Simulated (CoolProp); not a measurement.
Vapour-liquid equilibrium of hydrogen chloride (1) + n-butane (2) at 8.68 bar; x and y are mole fractions of (1).

Model: multi-fluid Helmholtz-energy mixture model, Thol 2018 and Bücker 2006; pair parameters Bell 2016, in CoolProp.

**Question.** Give the bubble temperature and the first vapour's composition at x = 0.275, 0.35, 0.575. Is there an azeotrope?

**Answer.** x = 0.275: -10.4 °C, y = 0.924; x = 0.35: -17.2 °C, y = 0.945; x = 0.575: -26.4 °C, y = 0.969. No azeotrope shows between x = 0.05 and 0.95.

The pair parameters rest on a limited set of measurements; away from them the model extrapolates. With so large a gap from Raoult's law the liquid may split in two, which this calculation doesn't test in full.
